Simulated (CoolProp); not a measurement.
Model: reference Helmholtz-energy equation of state, Gao 2022, in CoolProp.

Problem. Give the vapour pressure (kPa), vapour density (kg/m³), enthalpy of vaporisation (kJ/kg), liquid cp (kJ/(kg K)) of saturated n-perfluorohexane at 309.3, 314.2, 328.8 K.

Solution. 
```json
[
 {"T (K)": "309.3", "p (kPa)": "46.9", "vapour density (kg/m³)": "6.39", "enthalpy of vaporisation (kJ/kg)": "90.2", "liquid cp (kJ/(kg K))": "1.06"},
 {"T (K)": "314.2", "p (kPa)": "56.8", "vapour density (kg/m³)": "7.66", "enthalpy of vaporisation (kJ/kg)": "88.9", "liquid cp (kJ/(kg K))": "1.07"},
 {"T (K)": "328.8", "p (kPa)": "96.4", "vapour density (kg/m³)": "12.7", "enthalpy of vaporisation (kJ/kg)": "84.9", "liquid cp (kJ/(kg K))": "1.10"}
]
```
